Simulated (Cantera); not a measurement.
Feed: 1 mol Fe, 10 mol CO2, 0.41 mol CO, 0.51 mol H2S, held at 1475 K and 48.8 Torr.

Cantera equilibrium calculation (NASA polynomials, part measured and part estimated; ideal gas, pure solids and liquids). The tables' stoichiometric FeO is somewhat more stable than real wüstite, so its field is too wide. FeO: taken at fixed stoichiometry. Rates play no part.

| species | before | after |
|---|---|---|
| H2 | 0.00517 | 0.510 |
| CO | 0.226 | 0.454 |
| H2O | 0.0393 | 0.0210 |
| CO2 | 0.691 | 0.00752 |
| SO2 | 0.0310 | 1.60e-7 |
| S2O | 9.58e-5 | 1.61e-8 |
| SO | 0.000706 | 6.73e-7 |
| S2 | 0.00596 | 0.000185 |
| H2S | 0.000418 | 0.00726 |
| H | 3.66e-6 | 3.63e-5 |
| COS | 0.000604 | 0.000214 |
| FeO(s), mol | 1.000 | 0 |
| Fe(γ), mol | 0 | 0.498 |
| FeS(l), mol | 0 | 0.502 |
Gas species are given as mole fractions.

Q: Which change was made?
A) CO2 from 10 to 0.08 mol
B) pressure from 48.8 Torr to 10.0 Torr
C) temperature from 1475 K to 1848 K
D) CO2 from 10 to 0.027 mol

A: D, CO2 from 10 to 0.027 mol. Metal and sulfide melt together well below either melting point, which pure phases cannot show. Mutual solubility and eutectic melting of coexisting phases are not modelled. FeS: taken at fixed stoichiometry
